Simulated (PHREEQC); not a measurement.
Solution (20 °C): 0.041 mol/kgw HNO3, 0.00028 mol/kgw CuSO4 and 0.054 mol/kgw KCl. It is in equilibrium with CO2 at log p = -1 (atm). Otherwise closed; pH follows from the charge balance.

All values are PHREEQC results (ion-association model, phreeqc.dat), not measurements.

The ionic strength comes out as 0.0958 mol/kgw. What activity coefficients do Cl-, KSO4-, CuCl+, SO4-2, H+ get?

Cl- 0.77, KSO4- 0.79, CuCl+ 0.77, SO4-2 0.38, H+ 0.83.

This is a speciation only: nothing precipitates in the calculation.
